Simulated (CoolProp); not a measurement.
Vapour pressure (MPa) of carbonyl sulfide: the reference equation beside estimates from Tc = 105.6 °C, pc = 6.369 MPa, ω = 0.098. Clausius-Clapeyron is anchored at 13.75 °C with a constant enthalpy of vaporisation of 15.44 kJ/mol.

Computed with CoolProp (reference Helmholtz-energy equation of state, Lemmon 2006). It is a short technical equation, of lower accuracy than the large ones.

| T (°C) | reference | Lee-Kesler | Clausius-Clapeyron | Redlich-Kwong | Soave-Redlich-Kwong |
|---|---|---|---|---|---|
| 3.65 | 0.7237 | 0.7247 | 0.7570 | 0.7926 | 0.7258 |
| 8.75 | 0.8364 | 0.8379 | 0.8547 | 0.9152 | 0.8399 |
| 13.75 | 0.9588 | 0.9608 | 0.9588 | 1.048 | 0.9641 |
| 18.85 | 1.097 | 1.099 | 1.074 | 1.196 | 1.104 |
| 23.85 | 1.245 | 1.248 | 1.195 | 1.356 | 1.255 |
| 28.95 | 1.411 | 1.415 | 1.328 | 1.533 | 1.425 |
| 34.05 | 1.593 | 1.597 | 1.471 | 1.725 | 1.610 |
| 39.05 | 1.787 | 1.791 | 1.620 | 1.930 | 1.808 |

Absolute difference from the reference over all 8 rows, mean and median: Lee-Kesler 0.2 and 0.2 %, Clausius-Clapeyron 4.5 and 4.3 %, Redlich-Kwong 8.9 and 9.0 %, Soave-Redlich-Kwong 0.7 and 0.7 %.
